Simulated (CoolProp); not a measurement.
Isobutene at several states: density (kg/m³) from the reference equation and from simpler models built on Tc = 418.1 K, pc = 4016 kPa, ω = 0.193; each cubic takes its own stable root.

Values from CoolProp's reference Helmholtz-energy equation of state, Lemmon 2005. It is a short technical equation, of lower accuracy than the large ones.

| T (K) | p (kPa) | phase | reference |
|---|---|---|---|
| 208.9 | 255 | liquid | 688.4 |
| 390.5 | 1020 | gas | 20.06 |
| 418.1 | 9610 | supercritical | 437.3 |
| 370.5 | 11.4 | gas | 0.2079 |

Question: How far does each simpler model (Redlich-Kwong, Peng-Robinson) lie from the reference over these 4 states: mean and median of the absolute difference, and the worst?

Answer: 
- Redlich-Kwong: mean 5.0 %, median 4.5 %, worst -10.9 % at 418.1 K and 9610 kPa
- Peng-Robinson: mean 1.5 %, median 0.8 %, worst +4.5 % at 208.9 K and 255 kPa
